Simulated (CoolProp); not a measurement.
A single-stage vapour-compression cycle with tetrahydrofuran: evaporating at 305.15 K (dew point), condensing at 330.15 K (bubble point), superheat 0 K, subcooling 8 K, compressor efficiency 0.8, no pressure losses. Each further row changes one setting.

The numbers come from the reference Helmholtz-energy equation of state, Fiedler 2023 in CoolProp.

| case | cooling COP | pressure ratio | discharge temperature (K) | refrigerating effect (kJ/kg) | volumetric capacity (kJ/m³) |
|---|---|---|---|---|---|
| as stated | 9.53 | 2.58 | 343.1 | 410 | 344 |
| evaporating temperature 310.15 K | 12.3 | 2.10 | 340.0 | 416 | 421 |
| condensing temperature 325.15 K | 12.1 | 2.16 | 336.1 | 420 | 352 |
| subcooling 13 K | 9.74 | 2.58 | 343.1 | 420 | 352 |
| superheat 10 K | 9.48 | 2.58 | 352.9 | 422 | 342 |
| compressor efficiency 0.7 | 8.34 | 2.58 | 347.9 | 410 | 344 |
